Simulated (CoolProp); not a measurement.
Vapour-liquid equilibrium of n-heptane (1) + n-dodecane (2) at 497.3 K; x and y are mole fractions of (1).

Model: multi-fluid Helmholtz-energy mixture model, Span 2003 and Lemmon 2004; pair parameters Bell 2016, in CoolProp.

Q: Give the bubble pressure and the first vapour's composition at x = 0.65, 0.725, 0.875. Is there an azeotrope?

A: x = 0.65: 0.8919 MPa, y = 0.925; x = 0.725: 0.9989 MPa, y = 0.943; x = 0.875: 1.231 MPa, y = 0.974. No azeotrope shows between x = 0.05 and 0.95.

The pair parameters rest on a limited set of measurements; away from them the model extrapolates.
